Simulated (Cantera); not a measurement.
## Transport properties of process gases

Gas mixture: 26.5 % N2, 57.1 % NO, 16.3 % H2O, at 340000 Pa, frozen composition.

Cantera's kinetic-theory transport with the Lennard-Jones parameters of GRI-Mech 3.0, ideal gas; thermal conductivity in the multicomponent form. Polar gases are described roughly by these parameters.

```json
[
 {"T (K)": "400", "ρ (kg/m³)": "2.81", "cp (J/kg/K)": "1108", "μ (µPa s)": "21.5", "λ (mW/m/K)": "34.5", "Pr": "0.689", "D (cm²/s) H": "0.616", "D (cm²/s) N2": "0.104", "D (cm²/s) NO": "0.106"},
 {"T (K)": "500", "ρ (kg/m³)": "2.25", "cp (J/kg/K)": "1128", "μ (µPa s)": "25.4", "λ (mW/m/K)": "41.9", "Pr": "0.684", "D (cm²/s) H": "0.913", "D (cm²/s) N2": "0.154", "D (cm²/s) NO": "0.158"},
 {"T (K)": "600", "ρ (kg/m³)": "1.88", "cp (J/kg/K)": "1154", "μ (µPa s)": "29.0", "λ (mW/m/K)": "49.1", "Pr": "0.682", "D (cm²/s) H": "1.25", "D (cm²/s) N2": "0.211", "D (cm²/s) NO": "0.217"},
 {"T (K)": "700", "ρ (kg/m³)": "1.61", "cp (J/kg/K)": "1183", "μ (µPa s)": "32.5", "λ (mW/m/K)": "56.4", "Pr": "0.681", "D (cm²/s) H": "1.63", "D (cm²/s) N2": "0.274", "D (cm²/s) NO": "0.283"},
 {"T (K)": "800", "ρ (kg/m³)": "1.41", "cp (J/kg/K)": "1213", "μ (µPa s)": "35.7", "λ (mW/m/K)": "63.6", "Pr": "0.681", "D (cm²/s) H": "2.05", "D (cm²/s) N2": "0.344", "D (cm²/s) NO": "0.356"},
 {"T (K)": "900", "ρ (kg/m³)": "1.25", "cp (J/kg/K)": "1241", "μ (µPa s)": "38.8", "λ (mW/m/K)": "70.7", "Pr": "0.681", "D (cm²/s) H": "2.50", "D (cm²/s) N2": "0.420", "D (cm²/s) NO": "0.435"},
 {"T (K)": "1000", "ρ (kg/m³)": "1.13", "cp (J/kg/K)": "1267", "μ (µPa s)": "41.7", "λ (mW/m/K)": "77.6", "Pr": "0.681", "D (cm²/s) H": "2.99", "D (cm²/s) N2": "0.501", "D (cm²/s) NO": "0.519"}
]
```
D: mixture-averaged diffusion coefficient of that species in the mixture.
